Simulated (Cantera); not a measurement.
A perfectly stirred reactor is fed with N2O : N2 = 1 : 0.15 (molar parts), at 0.0370 bar; it is held at 1223 K, and followed from long to short residence time.

Model: GRI-Mech 3.0 (53 species, 325 reactions), integrated in Cantera. GRI-Mech 3.0 was tuned for natural gas; its chemistry of N2O as a main component is partial and can be far from experiment. Radical loss at walls, strong at low pressure, is not modelled. The mechanism lacks the step 2 NO + O2 → 2 NO2, which can matter for NO2 below about 1400 K. The temperature is held fixed by assumption; the heat of reaction is taken as removed at once.

Problem. What does this change do: temperature 1223 to 1300 K?

Solution. 
```tsv
quantity	before	after
x(N2O) at τ = 0.330 s	0.855	0.819
x(NO) at τ = 0.330 s	0.00113	0.00525
x(NO2) at τ = 0.330 s	2.58e-7	1.45e-6
x(O) at τ = 0.330 s	2.60e-6	7.62e-6
x(O2) at τ = 0.330 s	0.00437	0.0150
x(N2O) at τ = 5.20 ms	0.869	0.869
x(NO) at τ = 5.20 ms	1.75e-5	8.56e-5
x(NO2) at τ = 5.20 ms	1.40e-10	1.58e-9
x(O) at τ = 5.20 ms	2.52e-6	7.44e-6
x(O2) at τ = 5.20 ms	6.78e-5	0.000245
```

Problem. What does this change do: pressure from 0.0370 bar to 1.20 bar?

Solution. 
| quantity | before | after |
|---|---|---|
| x(N2O) at τ = 0.330 s | 0.855 | 0.595 |
| x(NO) at τ = 0.330 s | 0.00113 | 0.0197 |
| x(NO2) at τ = 0.330 s | 2.58e-7 | 0.000246 |
| x(O) at τ = 0.330 s | 2.60e-6 | 2.03e-6 |
| x(O2) at τ = 0.330 s | 0.00437 | 0.0855 |
| x(N2O) at τ = 5.20 ms | 0.869 | 0.863 |
| x(NO) at τ = 5.20 ms | 1.75e-5 | 0.000539 |
| x(NO2) at τ = 5.20 ms | 1.40e-10 | 2.70e-6 |
| x(O) at τ = 5.20 ms | 2.52e-6 | 2.42e-6 |
| x(O2) at τ = 5.20 ms | 6.78e-5 | 0.00210 |
